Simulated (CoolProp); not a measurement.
Vapour pressure (bar) of n-perfluoropentane: the reference equation beside estimates from Tc = 421.0 K, pc = 20.63 bar, ω = 0.436. Clausius-Clapeyron is anchored at 345.4 K with a constant enthalpy of vaporisation of 21.89 kJ/mol.

Values from CoolProp's reference Helmholtz-energy equation of state, Gao 2022.

```csv
T (K),reference,Lee-Kesler,Clausius-Clapeyron,van der Waals,Redlich-Kwong,Peng-Robinson
332.6,2.717,2.731,2.900,7.461,4.637,2.716
336.9,3.076,3.091,3.208,7.919,5.084,3.076
341.1,3.459,3.477,3.532,8.384,5.549,3.461
345.4,3.889,3.909,3.889,8.877,6.054,3.894
349.6,4.346,4.368,4.261,9.377,6.576,4.355
353.9,4.855,4.879,4.670,9.905,7.142,4.869
358.1,5.394,5.421,5.095,10.44,7.726,5.415
362.4,5.992,6.022,5.560,11.00,8.357,6.022
366.6,6.623,6.656,6.042,11.57,9.005,6.663
370.9,7.321,7.356,6.567,12.18,9.703,7.372
375.1,8.055,8.093,7.110,12.78,10.42,8.119
379.4,8.863,8.905,7.698,13.42,11.19,8.942
383.6,9.711,9.758,8.306,14.07,11.97,9.806
```

Absolute difference from the reference over all 13 rows, mean and median: Lee-Kesler 0.5 and 0.5 %, Clausius-Clapeyron 6.9 and 6.7 %, van der Waals 99.7 and 93.5 %, Redlich-Kwong 44.7 and 43.2 %, Peng-Robinson 0.4 and 0.4 %.
